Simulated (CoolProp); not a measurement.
Saturation properties of tetrahydrofuran.

The numbers come from the reference Helmholtz-energy equation of state, Fiedler 2023 in CoolProp.

```json
[
 {"T (K)": "374.3", "p (MPa)": "0.2806", "liquid density (kg/m³)": "793.5", "vapour density (kg/m³)": "6.916", "enthalpy of vaporisation (kJ/kg)": "388.7", "liquid cp (kJ/(kg K))": "2.038"},
 {"T (K)": "379.9", "p (MPa)": "0.3235", "liquid density (kg/m³)": "786.5", "vapour density (kg/m³)": "7.909", "enthalpy of vaporisation (kJ/kg)": "383.9", "liquid cp (kJ/(kg K))": "(withheld)"},
 {"T (K)": "385.4", "p (MPa)": "0.3703", "liquid density (kg/m³)": "779.5", "vapour density (kg/m³)": "8.990", "enthalpy of vaporisation (kJ/kg)": "379.2", "liquid cp (kJ/(kg K))": "2.090"},
 {"T (K)": "391", "p (MPa)": "0.4230", "liquid density (kg/m³)": "772.3", "vapour density (kg/m³)": "10.21", "enthalpy of vaporisation (kJ/kg)": "374.2", "liquid cp (kJ/(kg K))": "2.117"},
 {"T (K)": "396.5", "p (MPa)": "0.4802", "liquid density (kg/m³)": "765.1", "vapour density (kg/m³)": "11.52", "enthalpy of vaporisation (kJ/kg)": "(withheld)", "liquid cp (kJ/(kg K))": "2.143"},
 {"T (K)": "402.1", "p (MPa)": "(withheld)", "liquid density (kg/m³)": "757.7", "vapour density (kg/m³)": "12.99", "enthalpy of vaporisation (kJ/kg)": "364.0", "liquid cp (kJ/(kg K))": "2.171"},
 {"T (K)": "407.6", "p (MPa)": "0.6130", "liquid density (kg/m³)": "750.3", "vapour density (kg/m³)": "14.58", "enthalpy of vaporisation (kJ/kg)": "358.7", "liquid cp (kJ/(kg K))": "2.199"},
 {"T (K)": "413.2", "p (MPa)": "(withheld)", "liquid density (kg/m³)": "742.6", "vapour density (kg/m³)": "16.35", "enthalpy of vaporisation (kJ/kg)": "(withheld)", "liquid cp (kJ/(kg K))": "2.229"},
 {"T (K)": "418.7", "p (MPa)": "0.7717", "liquid density (kg/m³)": "734.9", "vapour density (kg/m³)": "18.26", "enthalpy of vaporisation (kJ/kg)": "347.6", "liquid cp (kJ/(kg K))": "2.258"},
 {"T (K)": "424.3", "p (MPa)": "0.8624", "liquid density (kg/m³)": "726.9", "vapour density (kg/m³)": "20.38", "enthalpy of vaporisation (kJ/kg)": "341.7", "liquid cp (kJ/(kg K))": "2.290"}
]
```

Task: Complete the blanks.

Result: 
- 379.9, liquid cp (kJ/(kg K)): 2.064
- 396.5, enthalpy of vaporisation (kJ/kg): 369.2
- 402.1, p (MPa): 0.5441
- 413.2, p (MPa): 0.6896
- 413.2, enthalpy of vaporisation (kJ/kg): 353.2

It boils at 339.1 K under 1 atm.
